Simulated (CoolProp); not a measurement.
Vapour-liquid equilibrium of CHF3 (R23) (1) + propylene (2) at 204.7 K; x and y are mole fractions of (1).

Values from CoolProp's multi-fluid Helmholtz-energy mixture model, Penoncello 2003 and Lemmon 2013; pair parameters Bell 2016.

| x | bubble pressure (MPa) | y at the bubble point | dew pressure at overall composition x (MPa) | liquid density (mol/L) |
|---|---|---|---|---|
| 0.05 | 0.06856 | 0.503 | 0.03698 | 15.25 |
| 0.2 | 0.1350 | 0.772 | 0.04367 | 15.75 |
| 0.35 | 0.1673 | 0.831 | 0.05328 | 16.29 |
| 0.5 | 0.1825 | 0.856 | 0.06819 | 16.90 |
| 0.65 | 0.1914 | 0.874 | 0.09430 | 17.62 |
| 0.8 | 0.1996 | 0.900 | 0.1492 | 18.46 |
| 0.95 | 0.2078 | 0.961 | 0.2070 | 19.50 |

No azeotrope shows between x = 0.05 and 0.95.

The pair parameters rest on a limited set of measurements; away from them the model extrapolates. With so large a gap from Raoult's law the liquid may split in two, which this calculation doesn't test in full.
